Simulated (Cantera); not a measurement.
# Stirred combustor or abatement burner

A perfectly stirred reactor is fed with CH4 : C2H6 : C3H8 : O2 : N2 = 1 : 0.77 : 0.19 : 3.32 : 12.5 (molar parts), equivalence ratio 1.7, at 10.0 bar; it is adiabatic with a 650 K inlet, and is followed from long to short residence time, starting on the burning branch (τ in s: 0.26, 0.086, 0.028, 0.0091, 0.003, 0.00096, 0.00031, 0.0001, 3.3e-05, 1.1e-05, 3.5e-06).

Model: GRI-Mech 3.0 (53 species, 325 reactions), integrated in Cantera.

| τ (s) | T (K) | x CH4 | x C2H6 | x C3H8 | x CH3 | x HO2 | x C2H2 | x CO |
|---|---|---|---|---|---|---|---|---|
| 0.26 | 2060 | 0.000435 | 9.55e-8 | 1.17e-8 | 2.12e-5 | 6.27e-9 | 0.000115 | 0.117 |
| 0.086 | 2064 | 0.00103 | 3.50e-7 | 3.45e-8 | 5.25e-5 | 1.82e-8 | 0.000420 | 0.116 |
| 0.028 | 2070 | 0.00206 | 1.24e-6 | 1.01e-7 | 0.000116 | 5.27e-8 | 0.00129 | 0.113 |
| 0.0091 | 2078 | 0.00350 | 3.95e-6 | 2.94e-7 | 0.000228 | 1.50e-7 | 0.00297 | 0.107 |
| 0.0030 | 2083 | 0.00516 | 1.14e-5 | 8.41e-7 | 0.000408 | 4.18e-7 | 0.00515 | 0.101 |
| 0.00096 | 2079 | 0.00700 | 3.29e-5 | 2.53e-6 | 0.000690 | 1.24e-6 | 0.00729 | 0.0941 |
| 0.00031 | 2050 | 0.00907 | 0.000101 | 8.19e-6 | 0.00109 | 4.08e-6 | 0.00876 | 0.0898 |
| 0.00010 | 1948 | 0.0130 | 0.000449 | 3.78e-5 | 0.00152 | 1.91e-5 | 0.00885 | 0.0882 |
| 3.3e-5 | 650 | 0.0562 | 0.0433 | 0.0107 | <1e-12 | <1e-12 | <1e-12 | <1e-12 |
| 1.1e-5 | 650 | 0.0562 | 0.0433 | 0.0107 | <1e-12 | <1e-12 | <1e-12 | <1e-12 |
| 3.5e-6 | 650 | 0.0562 | 0.0433 | 0.0107 | <1e-12 | <1e-12 | <1e-12 | <1e-12 |
x: mole fraction; the columns are a selection and need not sum to one.
